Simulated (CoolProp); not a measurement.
Vapour-liquid equilibrium of R134a (1) + isobutane (2) at 0.132 MPa; x and y are mole fractions of (1).

The numbers come from the multi-fluid Helmholtz-energy mixture model, Tillner-Roth 1994 and Bücker 2006; pair parameters Bell 2016 in CoolProp.

| x | bubble temperature (°C) | y at the bubble point | dew temperature at overall composition x (°C) | liquid density (mol/L) |
|---|---|---|---|---|
| 0.05 | -13.4 | 0.304 | -6.1 | 10.32 |
| 0.125 | -20.1 | 0.496 | -8.1 | 10.57 |
| 0.2 | -23.1 | 0.576 | -10.3 | 10.76 |
| 0.275 | -24.6 | 0.614 | -12.5 | 10.94 |
| 0.35 | -25.2 | 0.634 | -14.9 | 11.11 |
| 0.425 | -25.5 | 0.644 | -17.5 | 11.30 |
| 0.5 | -25.6 | 0.649 | -20.2 | 11.50 |
| 0.575 | -25.7 | 0.653 | -23.1 | 11.73 |
| 0.65 | -25.7 | 0.660 | -25.6 | 11.97 |
| 0.725 | -25.7 | 0.672 | -25.0 | 12.24 |
| 0.8 | -25.4 | 0.696 | -23.8 | 12.53 |
| 0.875 | -24.7 | 0.747 | -22.4 | 12.84 |
| 0.95 | -22.8 | 0.856 | -21.0 | 13.14 |

y crosses x between x = 0.65 and 0.725: the model has an azeotrope there.

Pair parameters are fitted to limited data, so mixtures are less certain than the pure fluids. With so large a gap from Raoult's law the liquid may split in two, which this calculation doesn't test in full.
